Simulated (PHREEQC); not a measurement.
**Brackish or sea water: an equilibrium model**

Model water analysis in mg/kgw, 40 °C, pH 6.54: Na 3210; K 489; Ca 422; Mg 122; Cl 5430; S(6) as SO4 881; Alkalinity as HCO3 27.8; Mn(2) 183.

Cl is adjusted to close the charge balance.
Valence states are taken as typed.

All values are PHREEQC results (ion-association model, phreeqc.dat), not measurements.

This is a speciation only: nothing precipitates in the calculation.

Question: Predict the activity of water, specific conductance, density.

Answer: activity of water 0.994; specific conductance 24600 µS/cm; density 1.000 g/cm³.

Question: In which forms is K present?

Answer: K+ 99 %, KSO4- 1.4 % of the K.

Examples of supersaturated solids here: Rhodochrosite. Others may be too. Species that the database lacks are ignored. Constants without temperature data keep their 25 °C values here.
